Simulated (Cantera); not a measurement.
Feed: 1 mol Al2O3, 0.058 mol Br2, a varied amount of O2, equilibrated at 1075 K and 23000 Pa.

Cantera equilibrium calculation (NASA polynomials, part measured and part estimated; ideal gas, pure solids and liquids). Candidate condensed phases: Al, AlBr3, Al2O3, Br2; 14 gas species. Rates play no part.

x: gas mole fraction; n: condensed amount in mol.

```tsv
n(O2) (mol)	x O2	x Br2	x Br	x O	n Al2O3(s)
0.01	0.145	0.830	0.0248	1.04e-9	1.00
0.015	0.203	0.773	0.0239	1.23e-9	1.00
0.021	0.263	0.714	0.0230	1.40e-9	1.00
0.031	?	?	0.0217	?	1.00
0.046	0.438	0.542	0.0201	1.81e-9	1.00
0.066	?	?	?	?	1.00
0.097	0.621	0.363	0.0164	2.15e-9	1.00
0.14	0.702	0.284	0.0145	2.29e-9	1.00
0.2	0.770	0.217	0.0127	2.40e-9	1.00
0.3	0.833	0.156	0.0107	2.50e-9	1.00
```

### Question
Some entries are withheld; supply them.

### Answer

- 0.066, x O2: 0.527
- 0.066, x Br2: 0.454
- 0.066, x Br: 0.0184
- 0.066, x O: 1.99e-9
- 0.031, x O2: 0.345
- 0.031, x Br2: 0.634
- 0.031, x O: 1.61e-9
